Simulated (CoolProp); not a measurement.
Vapour-liquid equilibrium of sulfur hexafluoride (1) + CH2F2 (R32) (2) at 291.1 K; x and y are mole fractions of (1).

The numbers come from the multi-fluid Helmholtz-energy mixture model, Guder 2009 and Tillner-Roth 1997; pair parameters Bell 2016 in CoolProp.

```
x     bubble pressure (kPa)  y at the bubble point  dew pressure at overall composition x (kPa)  liquid density (mol/L)
----  ---------------------  ---------------------  -------------------------------------------  ----------------------
0.05                   1728                  0.188                                         1471                   18.04
0.15                   2161                  0.360                                         1651                   16.27
0.25                   2394                  0.439                                         1869                   14.72
0.35                   2524                  0.489                                         2133                   13.37
0.45                   2601                  0.531                                         2424                   12.22
0.55                   2641                  0.575                                         2624                   11.29
0.65                   2640                  0.626                                         2624                   10.61
0.75                   2581                  0.690                                         2488                   10.16
0.85                   2442                  0.775                                         2295                   9.890
0.95                   2186                  0.904                                         2093                   9.727
```

y crosses x between x = 0.55 and 0.65: the model has an azeotrope there.

The pair parameters rest on a limited set of measurements; away from them the model extrapolates. With so large a gap from Raoult's law the liquid may split in two, which this calculation doesn't test in full.
